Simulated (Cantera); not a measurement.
Input: 1 mol B₂O₃, 0.84 mol NH₃, 100 mol N₂, held at 0.133 bar.

These are equilibrium values from Cantera (NASA tables, ideal gas, pure condensed phases), not measurements of a reactor. Candidate condensed phases: B, BN, B₂O₃, B₃O₃H₃, H₂O; 39 gas species. Mutual solubility and eutectic melting of coexisting phases are not modelled. Equilibrium is a limit: real reactors are often held back by kinetics, nucleation or transport.

x: gas mole fraction; n: condensed amount in mol.

```tsv
T (K)	x N₂	x H₂	x B₂O₃	x HBO₂	x HBO	x BO	n BN(s)	n B₂O₃(l)
775	0.988	0.0123	<1e-12	1.20e-9	<1e-12	<1e-12	0.00430	0.998
875	0.988	0.0123	<1e-12	2.80e-8	3.65e-12	<1e-12	0.00428	0.998
975	0.988	0.0123	7.35e-12	3.28e-7	2.32e-10	<1e-12	0.00417	0.998
1075	0.988	0.0123	7.02e-10	2.37e-6	6.68e-9	<1e-12	0.00408	0.998
1175	0.988	0.0123	2.99e-8	1.19e-5	1.07e-7	1.49e-11	0.00423	0.997
1275	0.988	0.0123	6.90e-7	4.56e-5	1.09e-6	7.52e-10	(withheld)	0.995
1375	0.988	0.0123	9.86e-6	0.000141	7.89e-6	2.12e-8	(withheld)	0.987
1475	0.987	0.0121	9.67e-5	0.000369	4.30e-5	3.75e-7	(withheld)	0.962
1575	0.986	0.0118	0.000699	0.000840	0.000186	4.58e-6	0.0239	0.863
1675	0.982	0.0111	0.00394	0.00168	0.000660	4.11e-5	0.0231	0.445
1775	0.978	0.0105	0.00746	0.00223	0.00115	0.000163	0	0
1875	0.978	0.0103	0.00720	0.00246	0.00124	0.000362	0	0
1975	0.977	0.00997	0.00690	0.00271	0.00129	0.000717	0	0
2075	0.977	0.00960	0.00653	0.00301	0.00127	0.00128	0	0
```

### Question
Some entries are withheld; supply them.

### Answer

- 1275, n BN(s): 0.00517
- 1375, n BN(s): 0.00800
- 1475, n BN(s): 0.0143
